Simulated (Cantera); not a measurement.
Input (Python, Cantera):

```python
import numpy as np
import cantera as ct

gas = ct.Solution("gri30.yaml")
gas.TPX = 2050, 19000, {'CH4': 1, 'H2O': 3.3}
inlet = ct.Reservoir(gas, clone=True)

reactor = ct.IdealGasConstPressureReactor(gas, energy="off", clone=False)
exhaust = ct.Reservoir(gas, clone=True)
tau = [7.1, 1.9, 0.52, 0.14, 0.039, 0.011, 0.0029, 0.00078][0]
for a, b in ((inlet, reactor), (reactor, exhaust)):
    ct.MassFlowController(a, b, mdot=lambda t: reactor.mass / tau)
net = ct.ReactorNet([reactor])
show = ['CH4', 'H2O', 'CO2', 'O2', 'H', 'C2H4']

rows = []
print(f"{'tau/s':>10s}{'T/K':>9s}" + "".join(f"{s:>11s}" for s in show))
for tau in [7.1, 1.9, 0.52, 0.14, 0.039, 0.011, 0.0029, 0.00078]:
    net.initial_time = 0.0
    net.advance(30 * tau)
    before = gas.X
    net.advance(40 * tau)
    drift = np.max(np.abs(gas.X - before) / (gas.X + 1e-9))
    rows.append([gas.T, *gas[show].X, drift])
    print(f"{tau:10.3e}{gas.T:9.1f}" + "".join(f"{x:11.3e}" for x in gas[show].X))
```

Output:

```
     tau/s      T/K        CH4        H2O        CO2         O2          H       C2H4
 7.100e+00   2050.0  8.379e-05  3.441e-01  2.022e-02  3.825e-07  3.395e-03  4.331e-09
 1.900e+00   2050.0  3.469e-04  3.447e-01  2.023e-02  3.421e-07  3.204e-03  6.946e-08
 5.200e-01   2050.0  1.236e-03  3.469e-01  2.026e-02  3.268e-07  3.101e-03  8.545e-07
 1.400e-01   2050.0  3.748e-03  3.561e-01  2.028e-02  3.306e-07  3.011e-03  7.773e-06
 3.900e-02   2050.0  8.995e-03  3.866e-01  1.994e-02  3.608e-07  2.837e-03  4.493e-05
 1.100e-02   2050.0  1.806e-02  4.536e-01  1.737e-02  4.362e-07  2.497e-03  1.854e-04
 2.900e-03   2050.0  3.506e-02  5.493e-01  9.794e-03  5.454e-07  1.952e-03  7.105e-04
 7.800e-04   2050.0  6.828e-02  6.328e-01  2.443e-03  5.667e-07  1.341e-03  2.484e-03
```

Cantera simulation using GRI-Mech 3.0 (53 species, 325 reactions); the numbers are that mechanism's predictions, not measurements.
